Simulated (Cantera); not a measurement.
An isothermal, constant-pressure homogeneous reactor starts with CH4 : H2 = 5.9 : 8.3 (molar parts), at 1700 K and 380 Pa.

Cantera simulation using GRI-Mech 3.0 (53 species, 325 reactions); the numbers are that mechanism's predictions, not measurements. GRI-Mech 3.0 stops at C3 and has no aromatics, soot or wall deposition, so with more carbon than oxygen in the feed, carbon stays in small species such as C2H2 where larger ones or solid carbon would form. Radical loss at walls, strong at low pressure, is not modelled.

Task: Predict: x(CH4) at 4.00 s; x(H2) at 4.00 s; x(C2H) at 4.00 s; x(C2H2) at 4.00 s; x(C2H6) at 4.00 s.

Result: 
```
Item                                                 Result
-----------------  ----------------------------------------
x(CH4) at 4.00 s    0.0102 (gas-phase equilibrium 0.000145)
x(H2) at 4.00 s         0.845 (gas-phase equilibrium 0.851)
x(C2H) at 4.00 s    1.54e-6 (gas-phase equilibrium 2.13e-6)
x(C2H2) at 4.00 s       0.143 (gas-phase equilibrium 0.147)
x(C2H6) at 4.00 s  3.96e-7 (gas-phase equilibrium 1.67e-10)
```
